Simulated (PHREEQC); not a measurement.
Make-up at 70 °C: 0.002 mol/kgw SrBr2. Closed to the air; pH follows from the charge balance.

Model: ion-association model, phreeqc.dat, run in PHREEQC.

Precipitation was switched off in this run.

Question: Estimate the specific conductance.

Answer: specific conductance 1090 µS/cm.

Species that the database lacks are ignored. Constants without temperature data keep their 25 °C values here.
